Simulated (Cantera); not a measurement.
**(CH₃)₂SiCl₂ + C₃H₈ + H₂ (silicon carbide growth)**

Input: 1 mol (CH₃)₂SiCl₂, 0.034 mol C₃H₈, 2.4 mol H₂, equilibrated at 1.00 Torr.

Equilibrium computed with Cantera from the NASA thermochemical tables; the gas is ideal and each condensed phase is pure. Candidate condensed phases: C, C₆H₆, C₇H₈, C₈H₁₈, Si, SiC; 109 gas species. The feed counts by its element totals alone. The tables' values for SiCl, SiCl₃ are old estimates; treat these amounts as uncertain. Kinetics and transport are ignored.

```
T (K)  log p H₂  log p HCl  log p H  log p SiCl₂  log p Cl  n C(graphite)  n SiC(s)
-----  --------  ---------  -------  -----------  --------  -------------  --------
1425      -3.03      -3.40    -6.68        -5.55     -7.13           1.12     0.985
1475      -3.03      -3.40    -6.40        -5.45     -6.86           1.12     0.982
1525      -3.03      -3.40    -6.14        -5.35     -6.61           1.12     0.977
1575      -3.03      -3.40    -5.90        -5.26     -6.37           1.13     0.972
1625      -3.03      -3.41    -5.67        -5.18     -6.15           1.13     0.967
1675      -3.03      -3.41    -5.45        -5.10     -5.94           1.14     0.961
1725      -3.03      -3.41    -5.25        -5.03     -5.74           1.15     0.954
1775      -3.03      -3.42    -5.05        -4.97     -5.56           1.15     0.946
1825      -3.03      -3.42    -4.87        -4.91     -5.38           1.16     0.938
1875      -3.03      -3.43    -4.70        -4.86     -5.22           1.17     0.928
```
log p: log10 of the partial pressure in bar; n: condensed amount in mol.

From 1425 K to 1875 K the condensed part is C(graphite) + SiC(s). The main Si-bearing gas is SiCl₂ throughout. The share of Si in condensed phases is highest at 1425 K (98.5 %) and lowest at 1875 K (92.8 %).
